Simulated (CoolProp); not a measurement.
A closed Brayton cycle with nitrogen: compressor inlet 317.15 K and 7.2 MPa, high pressure 16.7 MPa, turbine inlet 795 K, compressor efficiency 0.89, turbine efficiency 0.93, recuperator effectiveness 0.95 (on enthalpy, no pinch check). Each further row changes one setting.

The numbers come from the reference Helmholtz-energy equation of state, Span 2000 in CoolProp.

```json
[
 {"case": "as stated", "thermal efficiency (%)": "[?]", "net work (kJ/kg)": "68.5", "compressor to turbine work": "0.60", "compressor exit (K)": "415.7", "turbine exit (K)": "644.5"},
 {"case": "turbine inlet 745 K", "thermal efficiency (%)": "32.5", "net work (kJ/kg)": "[?]", "compressor to turbine work": "[?]", "compressor exit (K)": "415.7", "turbine exit (K)": "[?]"},
 {"case": "compressor inlet 327.15 K", "thermal efficiency (%)": "34.3", "net work (kJ/kg)": "65.0", "compressor to turbine work": "0.62", "compressor exit (K)": "428.7", "turbine exit (K)": "644.5"},
 {"case": "high pressure 14.2 MPa", "thermal efficiency (%)": "[?]", "net work (kJ/kg)": "60.3", "compressor to turbine work": "[?]", "compressor exit (K)": "394.8", "turbine exit (K)": "671.3"},
 {"case": "recuperator effectiveness 0.5", "thermal efficiency (%)": "22.6", "net work (kJ/kg)": "68.5", "compressor to turbine work": "0.60", "compressor exit (K)": "415.7", "turbine exit (K)": "644.5"}
]
```

### Question
Complete the blanks.

### Answer

- as stated, thermal efficiency (%): 35.9
- turbine inlet 745 K, net work (kJ/kg): 57.6
- turbine inlet 745 K, compressor to turbine work: 0.64
- turbine inlet 745 K, turbine exit (K): 602.5
- high pressure 14.2 MPa, thermal efficiency (%): 37.2
- high pressure 14.2 MPa, compressor to turbine work: 0.58
